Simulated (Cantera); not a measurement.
An adiabatic, constant-pressure homogeneous reactor starts with CH3OH : O2 : N2 = 1 : 2.42 : 9.1 (molar parts), at 1050 K and 14300 Torr. Integrator tolerance rtol = 1e-08.

Model: GRI-Mech 3.0 (53 species, 325 reactions), integrated in Cantera. GRI-Mech 3.0 was tuned for natural gas; its chemistry of methanol as a main component is partial and can be far from experiment. The pressure lies above the range GRI-Mech 3.0 was tuned for (to about 10 atm).

Problem. What does this change do: pressure from 14300 Torr to 825 Torr?

Solution. 
| quantity | before | after |
|---|---|---|
| time of steepest temperature rise | 19.4 ms | 0.167 s |
| temperature at 3.00 s | 2324 K | 2289 K |
| equilibrium temperature | 2324 K | 2289 K |
| x(CH3OH) at 3.00 s | <1e-12 (gas-phase equilibrium <1e-12) | <1e-12 (gas-phase equilibrium <1e-12) |
| x(O2) at 3.00 s | 0.0657 (gas-phase equilibrium 0.0657) | 0.0662 (gas-phase equilibrium 0.0662) |
| x(OH) at 3.00 s | 0.00354 (gas-phase equilibrium 0.00354) | 0.00629 (gas-phase equilibrium 0.00629) |
| x(CO2) at 3.00 s | 0.0758 (gas-phase equilibrium 0.0758) | 0.0735 (gas-phase equilibrium 0.0735) |
| x(NO) at 3.00 s | 0.00869 (gas-phase equilibrium 0.00869) | 0.00810 (gas-phase equilibrium 0.00810) |
| x(H2) at 3.00 s | 0.000324 (gas-phase equilibrium 0.000324) | 0.00108 (gas-phase equilibrium 0.00108) |
